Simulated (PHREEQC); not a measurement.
1 kg of water holding 0.014 mol NaOH, 0.55 mol NaCl, 0.47 mol Na2SO4 and 0.38 mol Na2CO3 is evaporated at 25 °C; the solids stay in contact with the brine. No CO2 enters from the air. Only these solids could form: Burkeite, Halite, Mirabilite, Nahcolite, Natron, Thenardite, Trona.

All values are PHREEQC results (Pitzer model, pitzer.dat), not measurements.

```csv
water left (kg),ionic strength,water activity,Halite (mol),Burkeite (mol),Natron (mol),S in solution (mol/kgw)
1,3.11,0.951,0,0,0,0.470
0.8219,3.79,0.940,0,0,0,0.572
0.6755,4.61,0.927,0,0,0,0.696
0.5552,5.61,0.910,0,0,0,0.847
0.4563,6.82,0.887,0,0,0,1.03
0.3751,8.30,0.856,0,0,0,1.25
0.3083,10.1,0.816,0,0,0,1.52
0.2534,10.4,0.797,0,0.0541,0,1.43
0.2082,10.0,0.787,0,0.115,0,1.16
0.1712,9.70,0.772,0,0.161,0,0.859
0.1407,9.60,0.749,0,0.196,0,0.555
0.1156,9.87,0.723,0.0337,0.215,0,0.339
0.09504,10.3,0.719,[?],0.221,0,0.295
0.07811,10.9,0.713,0.237,0.225,0,[?]
0.0642,11.6,0.705,0.314,0.228,0,0.212
0.05278,[?],0.695,0.377,0.230,0,0.173
0.03709,13.1,0.688,0.436,0.232,0.0349,0.154
0.02104,13.3,0.678,0.488,0.234,0.0812,0.136
0.009473,15.1,0.637,0.529,0.235,0.110,0.0784
```

Complete the blanks.


- 0.09504, Halite (mol): 0.145
- 0.07811, S in solution (mol/kgw): 0.253
- 0.05278, ionic strength: 12.6
